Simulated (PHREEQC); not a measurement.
Solution (25 °C): 0.0056 mol KH2PO4 and 0.00031 mol K2HPO4 per kg of water. It is in equilibrium with CO2 at log p = -3.4 (atm). Otherwise closed; pH follows from the charge balance.

The numbers come from PHREEQC with the ion-association model, wateq4f.dat.

```json
[
 {"quantity": "pH", "before": "5.83", "after": "6.80"},
 {"quantity": "ionic strength (mol/kgw)", "before": "0.00653", "after": "0.00145"},
 {"quantity": "HPO4-2 (mol/kgw)", "before": "0.000306", "after": "0.000269"},
 {"quantity": "HCO3- (mol/kgw)", "before": "4.47e-6", "after": "4.01e-5"},
 {"quantity": "KHPO4- (mol/kgw)", "before": "2.64e-6", "after": "5.23e-7"},
 {"quantity": "H3PO4 (mol/kgw)", "before": "1.11e-6", "after": "1.33e-8"}
]
```

Question: What was changed between the two runs?
A) KH2PO4 from 0.0056 to 0.00056 mol/kgw
B) K2HPO4 replaced by K2SO4 at the same molality
C) K2HPO4 replaced by H3PO4 at the same molality
D) K2HPO4 replaced by KBr at the same molality

Answer: A, KH2PO4 from 0.0056 to 0.00056 mol/kgw

This is a speciation only: nothing precipitates in the calculation. H3PO4, which wateq4f.dat lacks, is added to it with the constant of phreeqc.dat.
